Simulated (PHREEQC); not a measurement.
Make-up at 25 °C: 38 mmol/kgw HF, 86 mmol/kgw H2SiF6 and 13 mmol/kgw HCl. Closed to the air; pH follows from the charge balance.

Computed with PHREEQC (ion-association model, phreeqc.dat).

Each row changes one thing in this solution. Precipitation was switched off in this run.

```csv
case,pH,ionic strength (mol/kgw),HF (mol/kgw),F- (mol/kgw),HF2- (mol/kgw),H4SiO4 (mol/kgw),SI of Quartz (SiO2)
as made,0.84,0.271,0.0377,0.000269,3.84e-5,8.12e-7,-2.08
temperature from 25 to 75 °C,0.86,0.265,0.0504,0.000146,3.13e-5,0.00210,+0.70
temperature from 25 to 20 °C,0.84,0.271,0.0376,0.000293,4.00e-5,3.03e-7,-2.43
HCl from 0.013 to 0.13 mol/kgw,0.63,0.388,0.0378,0.000181,2.56e-5,1.47e-6,-1.80
temperature from 25 to 65 °C,0.85,0.269,0.0429,0.000149,2.77e-5,0.000850,+0.42
diluted 10-fold with water,1.80,0.0264,0.00544,0.000269,5.61e-6,0.000320,+0.49
```

Complexes and solids missing from the database can't appear. Some of these states are supersaturated (in Quartz (slow to form), Chalcedony (slow to form), for instance). At this temperature some constants are extrapolated from 25 °C, and those without enthalpy data are left unchanged. SiF6-2 is the database's only silicon fluoride.
